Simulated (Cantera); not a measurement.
A closed system holds: 1 mol Si, 1.4 mol H₂, held at 900 °C and 100 Torr.

Method: chemical equilibrium by Gibbs-energy minimisation in Cantera with the NASA 1993 tables (ideal gas, pure condensed phases). Candidate condensed phases: Si; 9 gas species. The numbers say what is thermodynamically allowed, not how fast it happens.

Base state: H₂ 1.00 (mole fractions); condensed: Si(s).

Question: What changes in the equilibrium state with this change: 0.24 mol Cl₂ added?

Answer: 
```csv
species,before,after
H₂,1.00,0.873
HCl,0,0.0529
SiCl₄,0,0.0437
SiHCl₃,0,0.0168
SiCl₂,0,0.00730
SiCl₃,0,0.00569
SiH₂Cl₂,0,0.000828
SiH₃Cl,0,1.11e-5
"Si(s), mol",1.00,0.885
```
The tables' values for SiCl₃ are old estimates; treat these amounts as uncertain.
